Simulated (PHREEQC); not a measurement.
Dissolve 0.073 mol HF, 0.00035 mol (CH3)4NF and 4.7e-06 mol H4SiO4 per kg of water at 32 °C. Closed to the air; pH follows from the charge balance.

All values are PHREEQC results (ion-association model, phreeqc.dat), not measurements.

No solid was allowed to form.

Task: Order these F species by the share of F that they hold, largest first: HF, HF2-, F-.

Result: HF (87 %), F- (8.3 %), HF2- (4.3 %)

The pH is 2.17 and the ionic strength 0.00771 mol/kgw. Complexes and solids missing from the database can't appear. (CH3)4N+ isn't in the database: it is added as a free cation with an ion size of 4 Å. SiF6-2 is the database's only silicon fluoride.
